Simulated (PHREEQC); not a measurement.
A solution holds 0.012 mol NaOH and 0.23 mol (CH3)4NCl per kg of water, at 20 °C. Closed to the air; pH follows from the charge balance.

The numbers come from PHREEQC with the ion-association model, wateq4f.dat.

```csv
quantity,before,after
pH,12.09,12.66
ionic strength (mol/kgw),0.242,0.242
```

Q: Which change was made?
A) NaOH replaced by NaHSO4 at the same molality
B) temperature from 20 to 5 °C
C) (CH3)4NCl left out
D) diluted 5-fold with water
E) 0.081 mol/kgw K2HPO4 added

A: B, temperature from 20 to 5 °C

No solid was allowed to form. (CH3)4N+ isn't in the database: it is added as a free cation with an ion size of 4 Å. At this temperature some constants are extrapolated from 25 °C, and those without enthalpy data are left unchanged.
